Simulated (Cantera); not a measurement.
## Equilibrium for silicon nitride deposition: SiH2Cl2 + NH3 + H2

Charge: 1 mol SiH2Cl2, 0.26 mol NH3, 26 mol H2, at 1475 °C and 13.3 mbar.

These are equilibrium values from Cantera (NASA tables, ideal gas, pure condensed phases), not measurements of a reactor. Candidate condensed phases: NH4Cl, Si, Si3N4; 28 gas species. The tables' values for SiCl, SiCl3 are old estimates; treat these amounts as uncertain. Gases not in the tables: Si2H6 and higher silanes. Kinetics and transport are ignored.

```json
{
 "x(H2)": "0.933",
 "x(HCl)": "0.0511",
 "x(SiCl2)": "0.00933",
 "x(N2)": "0.00455",
 "x(H)": "0.00191",
 "x(Si)": "0.000109",
 "x(Cl)": "8.09e-5",
 "x(SiCl)": "7.94e-5",
 "x(SiCl3)": "3.64e-5",
 "n(Si(l))": "0.726 mol",
 "gas_amount": "28.55 mol"
}
```
